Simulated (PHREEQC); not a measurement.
**Leach liquor: an equilibrium model**

Solution (25 °C): 0.075 mol/kgw HCl, 0.02 mol/kgw CuSO4 and 0.026 mol/kgw Fe2(SO4)3. Closed to the air; pH follows from the charge balance.

Computed with PHREEQC (ion-association model, wateq4f.dat).

Each row changes one thing in this solution. Precipitation was switched off in this run.

```json
[
 {"case": "as made", "pH": "1.46", "ionic strength (mol/kgw)": "0.189", "HSO4- (mol/kgw)": "0.0248", "SO4-2 (mol/kgw)": "0.0181", "Cu+2 (mol/kgw)": "0.0141", "CuSO4 (mol/kgw)": "0.00498", "SI of Chalcanthite (CuSO4:5H2O)": "-1.96", "SI of Tenorite (CuO)": "-7.02"},
 {"case": "diluted 10-fold with water", "pH": "2.24", "ionic strength (mol/kgw)": "0.0233", "HSO4- (mol/kgw)": "0.00130", "SO4-2 (mol/kgw)": "0.00361", "Cu+2 (mol/kgw)": "0.00160", "CuSO4 (mol/kgw)": "0.000381", "SI of Chalcanthite (CuSO4:5H2O)": "-3.09", "SI of Tenorite (CuO)": "-6.17"},
 {"case": "0.0011 mol/kgw HNO3 added", "pH": "1.46", "ionic strength (mol/kgw)": "0.190", "HSO4- (mol/kgw)": "0.0250", "SO4-2 (mol/kgw)": "0.0180", "Cu+2 (mol/kgw)": "0.0141", "CuSO4 (mol/kgw)": "0.00494", "SI of Chalcanthite (CuSO4:5H2O)": "-1.97", "SI of Tenorite (CuO)": "-7.04"},
 {"case": "HCl from 0.075 to 0.0825 mol/kgw", "pH": "1.42", "ionic strength (mol/kgw)": "0.197", "HSO4- (mol/kgw)": "0.0264", "SO4-2 (mol/kgw)": "0.0175", "Cu+2 (mol/kgw)": "0.0143", "CuSO4 (mol/kgw)": "0.00472", "SI of Chalcanthite (CuSO4:5H2O)": "-1.99", "SI of Tenorite (CuO)": "-7.12"},
 {"case": "diluted 2-fold with water", "pH": "1.69", "ionic strength (mol/kgw)": "?", "HSO4- (mol/kgw)": "0.0107", "SO4-2 (mol/kgw)": "0.0111", "Cu+2 (mol/kgw)": "0.00728", "CuSO4 (mol/kgw)": "0.00243", "SI of Chalcanthite (CuSO4:5H2O)": "-2.28", "SI of Tenorite (CuO)": "-6.78"},
 {"case": "Fe2(SO4)3 left out", "pH": "?", "ionic strength (mol/kgw)": "0.118", "HSO4- (mol/kgw)": "0.0123", "SO4-2 (mol/kgw)": "0.00536", "Cu+2 (mol/kgw)": "0.0164", "CuSO4 (mol/kgw)": "0.00234", "SI of Chalcanthite (CuSO4:5H2O)": "-2.29", "SI of Tenorite (CuO)": "-7.25"},
 {"case": "diluted 5-fold with water", "pH": "2.00", "ionic strength (mol/kgw)": "0.0427", "HSO4- (mol/kgw)": "0.00331", "SO4-2 (mol/kgw)": "?", "Cu+2 (mol/kgw)": "0.00306", "CuSO4 (mol/kgw)": "0.000877", "SI of Chalcanthite (CuSO4:5H2O)": "-2.72", "SI of Tenorite (CuO)": "-6.43"},
 {"case": "HCl left out", "pH": "2.69", "ionic strength (mol/kgw)": "0.137", "HSO4- (mol/kgw)": "?", "SO4-2 (mol/kgw)": "0.0325", "Cu+2 (mol/kgw)": "0.0112", "CuSO4 (mol/kgw)": "0.00883", "SI of Chalcanthite (CuSO4:5H2O)": "-1.71", "SI of Tenorite (CuO)": "-4.62"},
 {"case": "diluted 100-fold with water", "pH": "3.00", "ionic strength (mol/kgw)": "0.00355", "HSO4- (mol/kgw)": "5.75e-5", "SO4-2 (mol/kgw)": "0.000725", "Cu+2 (mol/kgw)": "0.000183", "CuSO4 (mol/kgw)": "1.64e-5", "SI of Chalcanthite (CuSO4:5H2O)": "-4.46", "SI of Tenorite (CuO)": "-5.46"}
]
```

### Question
What belongs in the gaps?

### Answer

- diluted 2-fold with water, ionic strength (mol/kgw): 0.0981
- Fe2(SO4)3 left out, pH: 1.29
- diluted 5-fold with water, SO4-2 (mol/kgw): 0.00585
- HCl left out, HSO4- (mol/kgw): 0.00285

Some of these states are supersaturated (in Hematite (slow to form), Goethite (slow to form), for instance).
